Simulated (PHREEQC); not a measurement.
# Ultrapure water in contact with air or piping (model solution)

Synthetic water in mg/kgw, 25 °C, pH 6.17, pe 12:

```
constituent           mg/kgw
------------------  --------
Na                     0.052
K                    0.00026
Ca                     0.038
Mg                   0.00318
Cl                    0.0704
S(6) as SO4           0.0346
Alkalinity as HCO3     0.101
Si as SiO2           0.00107
Zn                  0.000332
Ni                  0.000588
```

Valence states are taken as typed.

Computed with PHREEQC (ion-association model, wateq4f.dat).

Precipitation was switched off in this run.

Predict the charge-balance error.

charge-balance error 0.9 %.

In which forms is C present?

CO2 60 %, HCO3- 40 % of the C.
